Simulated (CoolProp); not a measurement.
Vapour-liquid equilibrium of ethanol (1) + dimethyl carbonate (2) at 0.137 bar; x and y are mole fractions of (1).

Values from CoolProp's multi-fluid Helmholtz-energy mixture model, Schroeder 2014 and Zhou 2011; pair parameters Bell 2016.

Q: Give the bubble temperature and the first vapour's composition at x = 0.15, 0.45, 0.85. Is there an azeotrope?

A: x = 0.15: 305.0 K, y = 0.347; x = 0.45: 302.4 K, y = 0.524; x = 0.85: 303.6 K, y = 0.695. y crosses x between x = 0.55 and 0.65: the model has an azeotrope there.

The pair parameters rest on a limited set of measurements; away from them the model extrapolates.
